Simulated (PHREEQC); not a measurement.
PHREEQC input (ion-association model, phreeqc.dat):

```
SOLUTION 0
  temp 25
  units mmol/kgw
  pH 7 charge
  Cl 0.89
  Cu(2) 0.44
  O(0) 1 O2(g) -0.68
SOLUTION 1-30
  temp 25
  units mmol/kgw
  pH 7 charge
  Cl 2.21
  Mg 1.1
  O(0) 1 O2(g) -0.68
END
EXCHANGE 1-30
  X 0.0011
  -equilibrate 1
END
SELECTED_OUTPUT 1
  -reset false
  -pH true
  -pe true
  -ionic_strength true
  -water true
  -step true
  -totals Cl Cu Mg Cu(1) Cu(2)
  -molalities CuX2 MgX2
PRINT
  -reset false
TRANSPORT
  -cells 30
  -shifts 150
  -lengths 0.00666667
  -time_step 3600
  -dispersivities 0.007
  -boundary_conditions flux flux
  -correct_disp true
  -punch_cells 30
  -punch_frequency 5
END
```

Selected output (columns that matter, 25 of 31 rows; pore volumes added in front):

```
pore volumes	pH	mu	Cl	Cu	Mg	m_CuX2	m_MgX2
0	5.025	0.00331	0.00221	0	0.0011	0	0.00055
0.1833	5.025	0.00331	0.00221	0	0.0011	0	0.00055
0.35	5.025	0.00331	0.00221	3.6409e-12	0.0011	1.8101e-12	0.00055
0.6833	5.0244	0.0031197	0.0020831	6.5342e-07	0.0010359	3.448e-07	0.00054966
0.85	5.0226	0.0026815	0.001791	3.9406e-06	0.00088655	2.4219e-06	0.00054758
1.0167	5.0202	0.0021659	0.0014473	1.0774e-05	0.00070788	8.2106e-06	0.00054179
1.35	5.0157	0.0015356	0.0010272	3.6918e-05	0.00047167	3.9796e-05	0.0005102
1.5167	5.0137	0.0014178	0.00094875	6.0429e-05	0.00040895	7.0605e-05	0.00047939
1.6833	5.0115	0.0013649	0.00091359	9.2899e-05	0.00035889	0.0001128	0.0004372
1.85	5.0089	0.0013428	0.00089902	0.00013297	0.00031154	0.00016415	0.00038585
2.0167	5.0061	0.0013341	0.00089333	0.00017733	0.00026434	0.00022039	0.00032961
2.35	5.0005	0.0013292	0.00089042	0.00026429	0.00017592	0.00032977	0.00022023
2.5167	4.9981	0.0013286	0.00089014	0.00030168	0.0001384	0.00037664	0.00017336
2.6833	4.996	0.0013283	0.00089005	0.00033338	0.00010665	0.00041636	0.00013364
3.0167	4.9929	0.001328	0.00089001	0.00037987	6.013e-05	0.00047462	7.538e-05
3.1833	4.9918	0.0013279	0.00089	0.00039581	4.4192e-05	0.00049459	5.5407e-05
3.35	4.991	0.0013279	0.00089	0.0004079	3.2096e-05	0.00050975	4.0245e-05
3.5167	4.9904	0.0013278	0.00089	0.00041693	2.3072e-05	0.00052107	2.8932e-05
3.6833	4.9899	0.0013278	0.00089	0.00042356	1.6436e-05	0.00052939	2.0612e-05
4.0167	4.9893	0.0013277	0.00089	0.00043185	8.1541e-06	0.00053977	1.0226e-05
4.1833	4.9892	0.0013277	0.00089	0.00043431	5.6887e-06	0.00054287	7.1346e-06
4.35	4.9891	0.0013277	0.00089	0.00043605	3.9473e-06	0.00054505	4.9507e-06
4.6833	4.9889	0.0013277	0.00089	0.00043813	1.8745e-06	0.00054765	2.3511e-06
4.85	4.9889	0.0013277	0.00089	0.00043872	1.2842e-06	0.00054839	1.6106e-06
5.0167	4.9889	0.0013277	0.00089	0.00043912	8.7678e-07	0.0005489	1.0997e-06
```
